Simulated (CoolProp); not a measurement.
Vapour pressure (bar) of CF4 (R14): the reference equation beside estimates from Tc = 227.4 K, pc = 37.62 bar, ω = 0.178.

The numbers come from the reference Helmholtz-energy equation of state, Platzer 1990 in CoolProp. This equation is an older, rougher fit; its heat capacities, sound speeds and derivatives of the liquid may be far off and weren't checked against measurements.

```csv
T (K),reference,Soave-Redlich-Kwong,Peng-Robinson
154.4,1.865,1.874,1.876
158.9,2.436,2.454,2.448
163.5,3.147,3.178,3.161
168.1,4.004,4.053,4.022
172.6,5.002,5.072,5.025
177.2,6.202,6.300,6.234
181.8,7.603,7.736,7.648
186.3,9.188,9.360,9.249
190.9,11.05,11.26,11.13
195.5,13.17,13.44,13.28
200,15.52,15.84,15.67
```

Absolute difference from the reference over all 11 rows, mean and median: Soave-Redlich-Kwong 1.5 and 1.6 %, Peng-Robinson 0.6 and 0.6 %.
